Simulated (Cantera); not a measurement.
**Equilibrium for carbothermic reduction: CuO + CO + H2**

Feed: 1 mol CuO, 6.6 mol CO, 0.33 mol H2, at 1 atm.

Method: chemical equilibrium by Gibbs-energy minimisation in Cantera with the NASA 1993 tables (ideal gas, pure condensed phases). Candidate condensed phases: C, C6H6, C7H8, C8H18, Cu, CuO, Cu(OH)2, Cu2O, H2O; 113 gas species. The numbers say what is thermodynamically allowed, not how fast it happens.

```
T (K)  log p CO  log p CO2  log p H2  log p H2O  log p Cu  log p H  n C(graphite)  n Cu(s)  n Cu(l)
-----  --------  ---------  --------  ---------  --------  -------  -------------  -------  -------
873       -0.61      -0.16     -1.46      -1.44      <-11   -11.06           2.32     1.00        0
1023      -0.12      -0.69     -1.38      -2.06    -10.42    -9.07          0.381     1.00        0
1173      -0.08      -0.86     -1.40      -2.07     -8.24    -7.63              0     1.00        0
1323      -0.08      -0.87     -1.43      -1.95     -6.57    -6.52              0    1.000        0
1473      -0.08      -0.88     -1.46      -1.87     -5.29    -5.63              0        0    1.000
1623      -0.08      -0.88     -1.49      -1.80     -4.26    -4.90              0        0    1.000
1773      -0.08      -0.89     -1.51      -1.76     -3.40    -4.30              0        0    0.997
1923      -0.08      -0.90     -1.54      -1.72     -2.69    -3.79              0        0    0.986
2073      -0.08      -0.90     -1.56      -1.70     -2.08    -3.36              0        0    0.942
2223      -0.09      -0.92     -1.59      -1.69     -1.56    -2.99              0        0    0.803
```
log p: log10 of the partial pressure in bar; n: condensed amount in mol.

From 873 K to 1023 K the condensed part is C(graphite) + Cu(s). From 1173 K to 1323 K the condensed part is Cu(s). From 1473 K to 2223 K the condensed part is Cu(l).
